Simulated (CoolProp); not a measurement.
Vapour-liquid equilibrium of toluene (1) + ethylbenzene (2) at 5.05 °C; x and y are mole fractions of (1).

Values from CoolProp's multi-fluid Helmholtz-energy mixture model, Lemmon 2006 and Zhou 2012; pair parameters Bell 2016.

```csv
x,"bubble pressure, mixture model (MPa)","bubble pressure, Raoult's law (MPa)","y, mixture model","y, Raoult's law"
0.05,0.0004156,0.0004133,0.154,0.150
0.125,0.0004804,0.0004786,0.324,0.324
0.2,0.0005424,0.0005439,0.451,0.456
0.275,0.0006030,0.0006092,0.550,0.560
0.35,…,0.0006745,0.632,0.644
0.425,0.0007244,0.0007398,0.702,0.713
0.5,…,0.0008050,0.762,0.770
0.575,0.0008508,0.0008703,0.814,0.819
0.65,0.0009167,0.0009356,0.859,0.862
0.725,0.0009845,0.001001,0.898,0.898
0.8,0.001054,0.001066,0.932,0.931
0.875,…,0.001131,…,0.959
0.95,0.001194,0.001197,0.986,0.985
```

Some entries are withheld; supply them.


- 0.35, bubble pressure, mixture model (MPa): 0.0006633
- 0.5, bubble pressure, mixture model (MPa): 0.0007867
- 0.875, bubble pressure, mixture model (MPa): 0.001124
- 0.875, y, mixture model: 0.961

The largest gap from Raoult's law is -2.3 % in bubble pressure, at x = 0.5. No azeotrope shows between x = 0.05 and 0.95.

Pair parameters are fitted to limited data, so mixtures are less certain than the pure fluids. The gap from Raoult's law changes sign with composition, which may be real or a fault of the pair parameters; it wasn't checked against measurements.
